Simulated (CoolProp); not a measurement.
Vapour-liquid equilibrium of ethanol (1) + p-xylene (2) at 95.65 °C; x and y are mole fractions of (1).

Values from CoolProp's multi-fluid Helmholtz-energy mixture model, Schroeder 2014 and Zhou 2012; pair parameters Bell 2016.

```tsv
x	bubble pressure, mixture model (MPa)	bubble pressure, Raoult's law (MPa)	y, mixture model	y, Raoult's law
0.05	(withheld)	0.03591	(withheld)	0.268
0.2	0.1330	0.06067	(withheld)	0.635
0.35	0.1485	0.08542	0.836	0.790
0.5	0.1552	0.1102	(withheld)	0.874
0.65	0.1632	0.1349	0.870	0.928
0.8	0.1745	0.1597	(withheld)	0.965
0.95	(withheld)	0.1844	0.974	0.993
```

Fill in the missing entries.


- 0.05, bubble pressure, mixture model (MPa): 0.07312
- 0.05, y, mixture model: 0.630
- 0.2, y, mixture model: 0.809
- 0.5, y, mixture model: 0.849
- 0.8, y, mixture model: 0.909
- 0.95, bubble pressure, mixture model (MPa): 0.1880

The largest gap from Raoult's law is +119.2 % in bubble pressure, at x = 0.2. No azeotrope shows between x = 0.05 and 0.95.

The pair parameters rest on a limited set of measurements; away from them the model extrapolates. With so large a gap from Raoult's law the liquid may split in two, which this calculation doesn't test in full.
